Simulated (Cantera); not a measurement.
Cantera run:

```python
import numpy as np
import cantera as ct

gas_names = """
    C CH CH2 CH3 CH2OH CH3O CH4 CH3OH CO CO2 COOH C2 C2H CHCO,ketyl C2H2,acetylene C2H2,vinylidene
    CH2CO,ketene C2H3,vinyl CH3CO,acetyl C2H4 C2H4O,ethylen CH3CHO,ethanal CH3COOH (HCOOH)2 C2H5 C2H6
    CH3OCH3 C2H5OH C2O C3 C3H3,propargyl C3H4,allene C3H4,propyne C3H4,cyclo- C3H5,allyl C3H6,propylene
    C3H6,cyclo- C3H6O C3H7,n-propyl C3H7,i-propyl C3H8 C3H8O,1propanol C3H8O,2propanol C3O2 C4 C4H2
    C4H4,1,3-cyclo- C4H6,butadiene C4H6,2-butyne C4H6,cyclo- C4H8,1-butene C4H8,cis2-buten
    C4H8,tr2-butene C4H8,isobutene C4H8,cyclo- (CH3COOH)2 C4H9,n-butyl C4H9,i-butyl C4H9,s-butyl
    C4H9,t-butyl C4H10,isobutane C4H10,n-butane C5 C5H6,1,3cyclo- C5H8,cyclo- C5H10,1-pentene
    C5H10,cyclo- C5H11,pentyl C5H11,t-pentyl C5H12,n-pentane C5H12,i-pentane CH3C(CH3)2CH3 C6H2
    C6H5,phenyl C6H5O,phenoxy C6H6 C6H5OH,phenol C6H10,cyclo- C6H12,1-hexene C6H12,cyclo- C6H13,n-hexyl
    C7H7,benzyl C7H8 C7H8O,cresol C7H14,1-heptene C7H15,n-heptyl C7H16,n-heptane C8H8,styrene
    C8H10,ethylbenz C8H16,1-octene C8H17,n-octyl C8H18,isooctane C8H18,n-octane C9H19,n-nonyl
    C10H8,naphthale C10H21,n-decyl C12H9,o-bipheny C12H10,bipheny Fe FeC5O5 FeO Fe(OH)2 H HCO HO2 H2
    HCHO,formaldehy HCOOH H2O H2O2 O OH O2 O3
""".split()
cond_names = """
    C(gr) C6H6(L) C7H8(L) C8H18(L),n-octa Fe(a) Fe(c) Fe(d) Fe(L) FeC5O5(L) FeO(s) FeO(L) Fe(OH)2(s)
    Fe(OH)3(s) Fe2O3(s) Fe3O4(s) H2O(s) H2O(L)
""".split()


def load(file, names, dense=False):
    # The tables refer to 1 bar. Condensed volumes are neglected.
    table = {s.name: s for s in ct.Species.list_from_file(file)}
    out = []
    for n in names:
        d = dict(table[n].input_data)
        d["thermo"] = dict(d["thermo"], **{"reference-pressure": 1e5})
        if dense:
            d["equation-of-state"] = {"model": "constant-volume", "density": "1e6 g/cm^3"}
        out.append(ct.Species.from_dict(d))
    return out


gas = ct.Solution(thermo="ideal-gas", species=load("nasa_gas.yaml", gas_names))
cond = {s.name: ct.Solution(thermo="fixed-stoichiometry", species=[s], name=s.name)
        for s in load("nasa_condensed.yaml", cond_names, dense=True)}
atoms = {
    'Fe(CO)5': {'Fe': 1, 'C': 5, 'O': 5},
    'O2': {'O': 2},
    'H2': {'H': 2},
}
top_T = {'C(gr)': 4500, 'Fe2O3(s)': 1830, 'Fe3O4(s)': 1870}  # K; cautious upper limits of use, not melting points


def equilibrate(T, P, feed):
    n = {}
    for name, mol in feed.items():
        for a, k in atoms[name].items():
            n[a] = n.get(a, 0.0) + k * mol
    gas.TPX = T, P, n
    mass = sum(n.values()) * gas.mean_molecular_weight
    gas.equilibrate("TP")
    valid = [c for c in cond.values() if c.min_temp <= T <= top_T.get(c.name, c.max_temp)]
    mix = ct.Mixture([(gas, mass / gas.mean_molecular_weight)] + [(c, 0.0) for c in valid])
    mix.T, mix.P = T, P
    mix.equilibrate("TP", solver="vcs", rtol=1e-11, max_steps=5000)
    return mix


results = []
feed = {'Fe(CO)5': 1, 'O2': 0.02, 'H2': 3.5}  # mol
T = 1550  # K
P = 140  # Pa
mix = equilibrate(T, P, feed)
results.append((T, P, feed, dict(zip(mix.species_names, mix.species_moles))))
print(gas.report(threshold=1e-05))
for i in range(1, mix.n_phases):
    print(f"{mix.phase(i).name:16s} {mix.phase_moles(i):12.5e} mol")
```

Result:

```
       temperature   1550 K
          pressure   140 Pa
           density   0.0001889 kg/m^3
  mean mol. weight   17.389 kg/kmol
   phase of matter   gas

                          1 kg             1 kmol
                     ---------------   ---------------
          enthalpy       -1.5173e+06       -2.6383e+07  J
   internal energy       -2.2584e+06       -3.9271e+07  J
           entropy             16202        2.8173e+05  J/K
    Gibbs function        -2.663e+07       -4.6307e+08  J
 heat capacity c_p            1968.7             34233  J/K
 heat capacity c_v            1490.5             25918  J/K

                      mass frac. Y      mole frac. X     chem. pot. / RT
                     ---------------   ---------------   ---------------
                CO           0.94443           0.58631           -42.548
               CO2          0.004039         0.0015959           -73.902
                Fe         0.0009615        0.00029939           -6.6226
                 H        3.1173e-05        0.00053776           -13.083
                H2           0.04732           0.40815           -26.166
               H2O         0.0032191         0.0031072            -57.52
     [ +108 minor]        1.8916e-07         1.511e-07

C(gr)             0.00000e+00 mol
Fe(c)             9.97454e-01 mol
FeC5O5(L)         0.00000e+00 mol
FeO(s)            0.00000e+00 mol
Fe2O3(s)          0.00000e+00 mol
Fe3O4(s)          0.00000e+00 mol
```

Equilibrium computed with Cantera from the NASA thermochemical tables; the gas is ideal and each condensed phase is pure.
